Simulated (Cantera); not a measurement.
A perfectly stirred reactor is fed with C2H4 : O2 : N2 : H2O = 1 : 2.5 : 9.4 : 0.35 (molar parts), equivalence ratio 1.2, at 750 Torr; it is adiabatic with a 550 K inlet, and is followed from long to short residence time, starting on the burning branch (τ in s: 0.2, 0.067, 0.023, 0.0078, 0.0026, 0.0009, 0.00031, 0.0001, 3.6e-05, 1.2e-05, 4.1e-06).

Detailed kinetics in Cantera: GRI-Mech 3.0 (53 species, 325 reactions). GRI-Mech 3.0 was tuned for natural gas; its chemistry of ethylene as a main component is partial and can be far from experiment.

x: mole fraction; the columns are a selection and need not sum to one.

| τ (s) | T (K) | x C2H4 | x O2 | x H2O | x CH4 | x CH3 | x CH2O | x CH2 |
|---|---|---|---|---|---|---|---|---|
| 0.20 | 2446 | 3.53e-7 | 0.00171 | 0.148 | 7.60e-8 | 2.20e-7 | 8.69e-8 | 6.76e-8 |
| 0.067 | 2438 | 9.85e-7 | 0.00201 | 0.148 | 1.82e-7 | 5.68e-7 | 2.32e-7 | 1.86e-7 |
| 0.023 | 2420 | 2.52e-6 | 0.00267 | 0.146 | 3.49e-7 | 1.26e-6 | 5.43e-7 | 4.56e-7 |
| 0.0078 | 2384 | 6.09e-6 | 0.00399 | 0.144 | 5.54e-7 | 2.48e-6 | 1.14e-6 | 1.01e-6 |
| 0.0026 | 2325 | 1.44e-5 | 0.00613 | 0.139 | 8.46e-7 | 4.76e-6 | 2.24e-6 | 2.08e-6 |
| 0.00090 | 2251 | 3.39e-5 | 0.00878 | 0.135 | 1.46e-6 | 9.65e-6 | 4.45e-6 | 4.09e-6 |
| 0.00031 | 2172 | 8.66e-5 | 0.0119 | 0.130 | 3.22e-6 | 2.22e-5 | 9.84e-6 | 8.54e-6 |
| 0.00010 | 2088 | [?] | [?] | 0.126 | [?] | [?] | [?] | [?] |
| 3.6e-5 | 1972 | 0.00104 | 0.0282 | 0.124 | 4.64e-5 | 0.000211 | 9.03e-5 | 5.55e-5 |
| 1.2e-5 | 550 | 0.0755 | 0.189 | 0.0264 | <1e-12 | <1e-12 | <1e-12 | <1e-12 |
| 4.1e-6 | 550 | 0.0755 | 0.189 | 0.0264 | <1e-12 | <1e-12 | <1e-12 | <1e-12 |

Task: Complete the blanks.

Result: 
- 0.00010, x C2H4: 0.000271
- 0.00010, x O2: 0.0167
- 0.00010, x CH4: 1.01e-5
- 0.00010, x CH3: 6.32e-5
- 0.00010, x CH2O: 2.72e-5
- 0.00010, x CH2: 2.11e-5
